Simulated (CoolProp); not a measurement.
The fluid at 233.09 K and 0.253 MPa (gas) is heated at constant pressure to 343.7 K. The same conditions are run with several fluids, on thermodynamics alone (safety and materials aside).

Computed with CoolProp (reference Helmholtz-energy equation of state of each fluid (C2F6 (R116): Lemmon 2006; CH3F (R41): Lemmon 2006; oxygen: Schmidt 1985; carbon monoxide: Lemmon 2006; ethane: Bücker 2006)).

```csv
fluid,heat (kJ/kg),final density (kg/m³)
C2F6 (R116),85.1,12.4
CH3F (R41),128,3.05
oxygen,102,2.83
carbon monoxide,116,2.48
ethane,194,2.69
```

Above 300 K oxygen's equation is extrapolated.
